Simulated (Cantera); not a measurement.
A closed system holds: 1 mol SiF₄, 0.51 mol NH₃, 0.13 mol H₂, held at 100000 Pa.

Cantera equilibrium calculation (NASA polynomials, part measured and part estimated; ideal gas, pure solids and liquids). Candidate condensed phases: Si, Si₃N₄; 37 gas species. Equilibrium is a limit: real reactors are often held back by kinetics, nucleation or transport. All values below are at 950 K.

Base state: SiF₄ 0.465, H₂ 0.416, N₂ 0.119, HF 0.000421, SiHF₃ 0.000418, NH₃ 7.61e-5 (mole fractions); condensed: gas only.

**Question.** What changes in the equilibrium state with this change: SiF₄ replaced by SiH₄?

**Answer.** 
| species | before | after |
|---|---|---|
| H₂ | 0.416 | 1.00 |
| NH₃ | 7.61e-5 | 1.02e-9 |
| N₂ | 0.119 | <1e-9 |
| SiF₄ | 0.465 | 0 |
| HF | 0.000421 | 0 |
| SiHF₃ | 0.000418 | 0 |
| Si(s), mol | 0 | 0.617 |
| Si₃N₄(s), mol | 0 | 0.128 |

**Question.** What changes in the equilibrium state with this change: NH₃ from 0.51 to 0.12 mol?

**Answer.** 
```
species    before     after
-------  --------  --------
SiF₄        0.465     0.730
H₂          0.416     0.226
N₂          0.119    0.0438
NH₃       7.61e-5   1.85e-5
SiHF₃    0.000418  0.000386
```
